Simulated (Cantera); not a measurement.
Input: 1 mol Ti(OiPr)₄, 7.1 mol H₂, equilibrated at 1052 °C and 62000 Pa.

Method: chemical equilibrium by Gibbs-energy minimisation in Cantera with the NASA 1993 tables (ideal gas, pure condensed phases). Candidate condensed phases: C, C₆H₆, C₇H₈, C₈H₁₈, H₂O, Ti, TiC, TiO, TiO₂, Ti₂O₃, Ti₃O₅, Ti₄O₇; 113 gas species. The feed counts by its element totals alone. The numbers say what is thermodynamically allowed, not how fast it happens.

Base state: H₂ 0.897, CO 0.0995, CH₄ 0.00335, H₂O 0.000398, CO₂ 2.37e-5 (mole fractions); condensed: C(graphite) + Ti₃O₅(s).

Task: What changes in the equilibrium state with this change: temperature from 1052 °C to 1800 °C?

Result: 
```csv
species,before,after
H₂,0.897,0.837
CO,0.0995,0.159
H,1.97e-6,0.00306
CH₄,0.00335,0.000153
C₂H₂ (acetylene),7.63e-7,0.00103
CO₂,2.37e-5,2.87e-7
CH₃,1.45e-7,1.09e-5
H₂O,0.000398,7.31e-6
"C(graphite), mol",9.60,6.94
"Ti₃O₅(s), mol",0.333,0
"TiC(s), mol",0,1.00
```
TiC: taken at fixed stoichiometry.

Task: What changes in the equilibrium state with this change: pressure from 62000 Pa to 6000 Pa?

Result: 
| species | before | after |
|---|---|---|
| H₂ | 0.897 | 0.840 |
| CO | 0.0995 | 0.159 |
| CH₄ | 0.00335 | 0.000284 |
| H₂O | 0.000398 | 5.78e-5 |
| CO₂ | 2.37e-5 | 5.88e-6 |
| C(graphite), mol | 9.60 | 6.99 |
| Ti₃O₅(s), mol | 0.333 | 0 |
| TiC(s), mol | 0 | 1.00 |
TiC: taken at fixed stoichiometry.

Task: What changes in the equilibrium state with this change: temperature from 1052 °C to 925 °C?

Result: 
```json
[
 {"species": "H₂", "before": "0.897", "after": "0.905"},
 {"species": "CO", "before": "0.0995", "after": "0.0859"},
 {"species": "CH₄", "before": "0.00335", "after": "0.00813"},
 {"species": "CO₂", "before": "2.37e-5", "after": "8.88e-5"},
 {"species": "H₂O", "before": "0.000398", "after": "0.00128"},
 {"species": "C(graphite), mol", "before": "9.60", "after": "9.85"},
 {"species": "Ti₃O₅(s), mol", "before": "0.333", "after": "0"},
 {"species": "TiO₂(rutile), mol", "before": "0", "after": "1.00"}
]
```
